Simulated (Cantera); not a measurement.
A closed system holds: 1 mol Al, 1.8 mol Cl2, equilibrated at 4.00e-5 bar.

Equilibrium computed with Cantera from the NASA thermochemical tables; the gas is ideal and each condensed phase is pure. Candidate condensed phases: Al, AlCl3; 8 gas species. The tables' values for AlCl2 are old estimates; treat these amounts as uncertain. Equilibrium is a limit: real reactors are often held back by kinetics, nucleation or transport.

x: gas mole fraction; nothing condenses.

```tsv
T (°C)	x AlCl3	x Cl	x Cl2	x Al2Cl6
600	0.768	0.00335	0.229	?
650	0.766	0.00839	0.226	?
700	0.762	0.0190	0.219	?
750	0.754	0.0391	0.207	?
800	0.741	0.0733	0.186	?
850	0.721	0.124	0.154	?
900	0.696	0.189	0.114	?
950	0.671	0.256	0.0732	?
1000	0.650	0.309	0.0406	?
1050	0.638	0.342	0.0203	?
```

**Question.** Fill in the missing entries.

**Answer.** 
- 600, x Al2Cl6: 1.79e-5
- 650, x Al2Cl6: 7.46e-6
- 700, x Al2Cl6: 3.39e-6
- 750, x Al2Cl6: 1.66e-6
- 800, x Al2Cl6: 8.56e-7
- 850, x Al2Cl6: 4.61e-7
- 900, x Al2Cl6: 2.57e-7
- 950, x Al2Cl6: 1.49e-7
- 1000, x Al2Cl6: 9.13e-8
- 1050, x Al2Cl6: 5.92e-8
